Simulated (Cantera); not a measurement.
An isothermal, constant-pressure homogeneous reactor starts with N2O : H2O = 1 : 0.091 (molar parts), at 1025 K and 44000 Pa.

Model: GRI-Mech 3.0 (53 species, 325 reactions), integrated in Cantera. GRI-Mech 3.0 was tuned for natural gas; its chemistry of N2O as a main component is partial and can be far from experiment. The mechanism lacks the step 2 NO + O2 → 2 NO2, which can matter for NO2 below about 1400 K. The temperature is held fixed by assumption; the heat of reaction is taken as removed at once.

x: mole fraction; the columns are a selection and need not sum to one.

```
t (s)     x N2O   x H2O      x O      x NO     x NO2      x H2
--------  -----  ------  -------  --------  --------  --------
3.00e-6   0.917  0.0834  9.76e-9  4.75e-11    <1e-12    <1e-12
1.70e-5   0.917  0.0834  4.35e-8   1.29e-9    <1e-12    <1e-12
9.59e-5   0.917  0.0834  9.21e-8   2.09e-8    <1e-12    <1e-12
0.000542  0.917  0.0834  9.51e-8   1.56e-7  4.25e-12  3.44e-12
0.00306   0.917  0.0834  9.50e-8   9.15e-7   3.20e-9  1.23e-10
0.0173    0.916  0.0834  9.48e-8   4.55e-6   6.68e-7   2.07e-9
0.0979    0.916  0.0834  9.42e-8   1.63e-5   1.32e-5   1.12e-8
0.554     0.911  0.0833  8.98e-8         …         …   1.14e-8
3.13      0.886  0.0825        …         …         …         …
17.7      0.761  0.0790  6.82e-8   0.00322  0.000498   2.06e-9
100       0.374  0.0679  5.20e-8    0.0113  0.000390   1.53e-9
```

Task: Fill in the missing entries.

Result: 
- 0.554, x NO: 6.72e-5
- 0.554, x NO2: 9.50e-5
- 3.13, x O: 7.91e-8
- 3.13, x NO: 0.000509
- 3.13, x NO2: 0.000318
- 3.13, x H2: 3.84e-9
